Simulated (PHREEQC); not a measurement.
HCl is added in steps, without added water, to 1 kg of water holding 16 mmol/kgw NiCl2 and 0.36 mmol/kgw NaCl, at 25 °C. Oxygen is held at 0.21 atm. CO2 is held at log p = -3.4 (atm). Solids allowed: Ni(OH)2, NiCO3, Halite, Nahcolite, Natron. Others were left out.

Base run: PHREEQC, ion-association model, wateq4f.dat. Each further column changes one thing. The table gives HCO3- (mol/kgw).

| HCl added (mol) | base | all activity coefficients set to 1 | Debye-Hückel limiting law | metal-ligand complexes left out | Davies equation for every ion |
|---|---|---|---|---|---|
| 0 | 1.65e-6 | 1.08e-6 | 1.95e-6 | 2.69e-6 | 1.69e-6 |
| 0.0004875 | 1.74e-8 | 1.24e-8 | 2.07e-8 | 1.74e-8 | 1.82e-8 |
| 0.001219 | 6.96e-9 | 4.94e-9 | 8.29e-9 | 6.98e-9 | 7.29e-9 |
| 0.001706 | 4.98e-9 | 3.53e-9 | 5.94e-9 | 4.99e-9 | 5.22e-9 |
| 0.002194 | 3.87e-9 | 2.75e-9 | 4.63e-9 | 3.89e-9 | 4.06e-9 |
| 0.002681 | 3.17e-9 | 2.25e-9 | 3.80e-9 | 3.18e-9 | 3.33e-9 |
| 0.003413 | 2.50e-9 | 1.76e-9 | 3.00e-9 | 2.50e-9 | 2.62e-9 |
| 0.0039 | 2.19e-9 | 1.54e-9 | 2.63e-9 | 2.19e-9 | 2.30e-9 |
